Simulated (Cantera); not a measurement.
A Cantera script and what it prints.

```python
import numpy as np
import cantera as ct

gas_names = """
    C CH CH2 CH3 CH2OH CH3O CH4 CH3OH CO CO2 COOH C2 C2H CHCO,ketyl C2H2,acetylene C2H2,vinylidene
    CH2CO,ketene C2H3,vinyl CH3CO,acetyl C2H4 C2H4O,ethylen CH3CHO,ethanal CH3COOH (HCOOH)2 C2H5 C2H6
    CH3OCH3 C2H5OH C2O C3 C3H3,propargyl C3H4,allene C3H4,propyne C3H4,cyclo- C3H5,allyl C3H6,propylene
    C3H6,cyclo- C3H6O C3H7,n-propyl C3H7,i-propyl C3H8 C3H8O,1propanol C3H8O,2propanol C3O2 C4 C4H2
    C4H4,1,3-cyclo- C4H6,butadiene C4H6,2-butyne C4H6,cyclo- C4H8,1-butene C4H8,cis2-buten
    C4H8,tr2-butene C4H8,isobutene C4H8,cyclo- (CH3COOH)2 C4H9,n-butyl C4H9,i-butyl C4H9,s-butyl
    C4H9,t-butyl C4H10,isobutane C4H10,n-butane C5 C5H6,1,3cyclo- C5H8,cyclo- C5H10,1-pentene
    C5H10,cyclo- C5H11,pentyl C5H11,t-pentyl C5H12,n-pentane C5H12,i-pentane CH3C(CH3)2CH3 C6H2
    C6H5,phenyl C6H5O,phenoxy C6H6 C6H5OH,phenol C6H10,cyclo- C6H12,1-hexene C6H12,cyclo- C6H13,n-hexyl
    C7H7,benzyl C7H8 C7H8O,cresol C7H14,1-heptene C7H15,n-heptyl C7H16,n-heptane C8H8,styrene
    C8H10,ethylbenz C8H16,1-octene C8H17,n-octyl C8H18,isooctane C8H18,n-octane C9H19,n-nonyl
    C10H8,naphthale C10H21,n-decyl C12H9,o-bipheny C12H10,bipheny H HCO HO2 H2 HCHO,formaldehy HCOOH H2O
    H2O2 O OH O2 O3
""".split()
cond_names = """
    C(gr) C6H6(L) C7H8(L) C8H18(L),n-octa H2O(s) H2O(L)
""".split()


def load(file, names, dense=False):
    # The tables refer to 1 bar. Condensed volumes are neglected.
    table = {s.name: s for s in ct.Species.list_from_file(file)}
    out = []
    for n in names:
        d = dict(table[n].input_data)
        d["thermo"] = dict(d["thermo"], **{"reference-pressure": 1e5})
        if dense:
            d["equation-of-state"] = {"model": "constant-volume", "density": "1e6 g/cm^3"}
        out.append(ct.Species.from_dict(d))
    return out


gas = ct.Solution(thermo="ideal-gas", species=load("nasa_gas.yaml", gas_names))
cond = {s.name: ct.Solution(thermo="fixed-stoichiometry", species=[s], name=s.name)
        for s in load("nasa_condensed.yaml", cond_names, dense=True)}
atoms = {
    'toluene': {'C': 7, 'H': 8},
    'O2': {'O': 2},
}
top_T = {'C(gr)': 4500}  # K; cautious upper limits of use, not melting points


def equilibrate(T, P, feed):
    n = {}
    for name, mol in feed.items():
        for a, k in atoms[name].items():
            n[a] = n.get(a, 0.0) + k * mol
    gas.TPX = T, P, n
    mass = sum(n.values()) * gas.mean_molecular_weight
    gas.equilibrate("TP")
    valid = [c for c in cond.values() if c.min_temp <= T <= top_T.get(c.name, c.max_temp)]
    mix = ct.Mixture([(gas, mass / gas.mean_molecular_weight)] + [(c, 0.0) for c in valid])
    mix.T, mix.P = T, P
    mix.equilibrate("TP", solver="vcs", rtol=1e-11, max_steps=5000)
    return mix


results = []
feed = {'toluene': 1, 'O2': 0.46}  # mol
T = 1250  # K
P = 100000  # Pa
mix = equilibrate(T, P, feed)
results.append((T, P, feed, dict(zip(mix.species_names, mix.species_moles))))
x = sorted(zip(gas.X, gas.species_names), reverse=True)
print(f"T = {T:g} K  P = {P:g} Pa  gas = {mix.phase_moles(0):.4g} mol")
print("   x: " + "  ".join(f"{s} {v:.3e}" for v, s in x if v > 1e-06))
print("   condensed (mol): " + ("  ".join(f"{mix.phase(i).name} {mix.phase_moles(i):.4g}"
      for i in range(1, mix.n_phases) if mix.phase_moles(i) > 1e-12) or "none"))
```

Result:

```
T = 1250 K  P = 100000 Pa  gas = 4.873 mol
   x: H2 8.044e-01  CO 1.859e-01  CH4 7.114e-03  H2O 2.252e-03  CO2 3.325e-04
   condensed (mol): C(gr) 6.058
```

Method: chemical equilibrium by Gibbs-energy minimisation in Cantera with the NASA 1993 tables (ideal gas, pure condensed phases).
